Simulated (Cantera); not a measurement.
A perfectly stirred reactor is fed with H2 : O2 : N2 = 0.82 : 1 : 1.4 (molar parts), at 1.00 bar; it is held at 1198 K, and followed from long to short residence time.

Detailed kinetics in Cantera: GRI-Mech 3.0 (53 species, 325 reactions). The temperature is held fixed by assumption; the heat of reaction is taken as removed at once.

Predict: x(H2) at τ = 5.30 s; x(O2) at τ = 5.30 s; x(H2O) at τ = 5.30 s; x(OH) at τ = 5.30 s; x(N2O) at τ = 5.30 s; x(H2) at τ = 27.0 ms; x(O2) at τ = 27.0 ms; x(H2O) at τ = 27.0 ms; x(OH) at τ = 27.0 ms; x(N2O) at τ = 27.0 ms.

x(H2) at τ = 5.30 s: 9.59e-5
x(O2) at τ = 5.30 s: 0.210
x(H2O) at τ = 5.30 s: 0.292
x(OH) at τ = 5.30 s: 2.68e-5
x(N2O) at τ = 5.30 s: 3.85e-7
x(H2) at τ = 27.0 ms: 0.00306
x(O2) at τ = 27.0 ms: 0.211
x(H2O) at τ = 27.0 ms: 0.288
x(OH) at τ = 27.0 ms: 0.000154
x(N2O) at τ = 27.0 ms: 4.34e-7
